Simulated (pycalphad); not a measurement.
Source of the numbers: pycalphad with the COST 507 light-alloy database (1999); pressure 1 atm. The database dates from 1999; later assessments differ in places, in temperatures and in the compounds included.

## Al-1.96Fe-4.36Si (at.%): equilibrium cooling sequence

| T (°C) | phases above | phases below |
|---|---|---|
| 711.3 | LIQUID | AL13FE4 + LIQUID |
| 651.9 | AL13FE4 + LIQUID | AL13FE4 + ALFESI_ALPHA + LIQUID |
| 645.4 | AL13FE4 + ALFESI_ALPHA + LIQUID | ALFESI_ALPHA + LIQUID |
| 628.9 | ALFESI_ALPHA + LIQUID | ALFESI_ALPHA + FCC_A1 + LIQUID |
| 619.5 | ALFESI_ALPHA + FCC_A1 + LIQUID | ALFESI_BETA + FCC_A1 + LIQUID |
| 577 ± 1 | ALFESI_BETA + FCC_A1 + LIQUID | ALFESI_BETA + DIAMOND_A4 + FCC_A1 |

Changes were sought between steps of 25 K, so a narrower field can be missed.

Database names, with the compositions (at.%) that they take in these runs: AL13FE4: Al 76 Fe 24; ALFESI_ALPHA: Al 73 Fe 19 Si 7; ALFESI_BETA: Al 70 Fe 15 Si 15. FCC_A1 is fcc; DIAMOND_A4 is diamond (Si).
